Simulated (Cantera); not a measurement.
# Equilibrium for halide evaporation, hydrolysis and transport: MgCl2 + O2 + N2

Feed: 1 mol MgCl2, 1.8 mol O2, 34 mol N2, at 160 Pa.

Equilibrium computed with Cantera from the NASA thermochemical tables; the gas is ideal and each condensed phase is pure. Candidate condensed phases: Mg, MgCl2, MgO; 18 gas species. Kinetics and transport are ignored.

From 800 °C to 1900 °C the condensed part is MgO(s). At 2000 °C nothing is condensed. The main Mg-bearing gas is MgCl2 at 800 °C and Mg at 2000 °C. The share of Mg in condensed phases is highest at 800 °C (96.6 %) and lowest at 2000 °C (0.0 %).

```json
[
 {"T (°C)": "800", "x N2": "0.934", "x Cl": "0.00420", "x O2": "0.0362", "x Cl2": "0.0244", "x Mg": "<1e-12", "x O": "5.92e-9", "x MgCl2": "0.000937", "n MgO(s)": "0.966"},
 {"T (°C)": "900", "x N2": "0.929", "x Cl": "0.0116", "x O2": "0.0377", "x Cl2": "0.0171", "x Mg": "<1e-12", "x O": "6.78e-8", "x MgCl2": "0.00446", "n MgO(s)": "0.837"},
 {"T (°C)": "1000", "x N2": "0.922", "x Cl": "0.0207", "x O2": "0.0399", "x Cl2": "0.00732", "x Mg": "<1e-12", "x O": "5.37e-7", "x MgCl2": "0.00944", "n MgO(s)": "0.652"},
 {"T (°C)": "1100", "x N2": "0.919", "x Cl": "0.0270", "x O2": "0.0406", "x Cl2": "0.00221", "x Mg": "<1e-12", "x O": "3.11e-6", "x MgCl2": "0.0113", "n MgO(s)": "0.583"},
 {"T (°C)": "1200", "x N2": "0.917", "x Cl": "0.0309", "x O2": "0.0402", "x Cl2": "0.000648", "x Mg": "5.03e-11", "x O": "1.40e-5", "x MgCl2": "0.0109", "n MgO(s)": "0.597"},
 {"T (°C)": "1300", "x N2": "0.916", "x Cl": "0.0337", "x O2": "0.0395", "x Cl2": "0.000208", "x Mg": "2.29e-9", "x O": "5.19e-5", "x MgCl2": "0.00989", "n MgO(s)": "0.633"},
 {"T (°C)": "1400", "x N2": "0.915", "x Cl": "0.0360", "x O2": "0.0387", "x Cl2": "7.49e-5", "x Mg": "6.58e-8", "x O": "0.000164", "x MgCl2": "0.00886", "n MgO(s)": "0.671"},
 {"T (°C)": "1500", "x N2": "0.914", "x Cl": "0.0379", "x O2": "0.0378", "x Cl2": "2.98e-5", "x Mg": "1.29e-6", "x O": "0.000457", "x MgCl2": "0.00792", "n MgO(s)": "0.706"},
 {"T (°C)": "1600", "x N2": "0.913", "x Cl": "0.0396", "x O2": "0.0368", "x Cl2": "1.30e-5", "x Mg": "1.84e-5", "x O": "0.00113", "x MgCl2": "0.00708", "n MgO(s)": "0.735"},
 {"T (°C)": "1700", "x N2": "0.911", "x Cl": "0.0409", "x O2": "0.0354", "x Cl2": "6.07e-6", "x Mg": "0.000200", "x O": "0.00255", "x MgCl2": "0.00635", "n MgO(s)": "0.753"},
 {"T (°C)": "1800", "x N2": "0.907", "x Cl": "0.0419", "x O2": "0.0339", "x Cl2": "3.01e-6", "x Mg": "0.00173", "x O": "0.00529", "x MgCl2": "0.00567", "n MgO(s)": "0.713"},
 {"T (°C)": "1900", "x N2": "0.890", "x Cl": "0.0422", "x O2": "0.0349", "x Cl2": "1.55e-6", "x Mg": "0.0118", "x O": "0.0106", "x MgCl2": "0.00479", "n MgO(s)": "0.330"},
 {"T (°C)": "2000", "x N2": "0.868", "x Cl": "0.0472", "x O2": "0.0332", "x Cl2": "1.04e-6", "x Mg": "0.0228", "x O": "0.0193", "x MgCl2": "0.00170", "n MgO(s)": "0"}
]
```
x: gas mole fraction; n: condensed amount in mol.
